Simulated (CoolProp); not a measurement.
Vapour-liquid equilibrium of dimethyl ether (1) + n-pentane (2) at 300.8 K; x and y are mole fractions of (1).

The numbers come from the multi-fluid Helmholtz-energy mixture model, Wu 2011 and Thol 2019; pair parameters Bell 2016 in CoolProp.

```csv
x,bubble pressure (bar),y at the bubble point,dew pressure at overall composition x (bar),liquid density (mol/L)
0.05,0.9368,0.232,0.7861,8.768
0.2,1.824,0.669,0.9063,9.380
0.35,2.970,0.835,1.074,10.04
0.5,4.017,0.902,1.326,10.78
0.65,4.817,0.935,1.749,11.61
0.8,5.455,0.959,2.619,12.59
0.95,6.113,0.987,5.209,13.79
```

No azeotrope shows between x = 0.05 and 0.95.

The pair parameters rest on a limited set of measurements; away from them the model extrapolates. The gap from Raoult's law changes sign with composition, which may be real or a fault of the pair parameters; it wasn't checked against measurements.
